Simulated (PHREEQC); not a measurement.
Make-up at 25 °C: 0.0015 mol/kgw (CH3)4NCl. Closed to the air; pH follows from the charge balance.

The numbers come from PHREEQC with the ion-association model, phreeqc.dat.

| Property | Value |
|---|---|
| ionic strength | 0.00150 mol/kgw |

| species | molality | activity | log γ |
|---|---|---|---|
| Cl- | 0.00150 | 0.00144 | -0.019 |
| (CH3)4N+ | 0.00150 | 0.00144 | -0.019 |
| OH- | 1.05e-7 | 1.01e-7 | -0.019 |
| H+ | 1.05e-7 | 1.01e-7 | -0.018 |

Precipitation was switched off in this run. (CH3)4N+ isn't in the database: it is added as a free cation with an ion size of 4 Å.
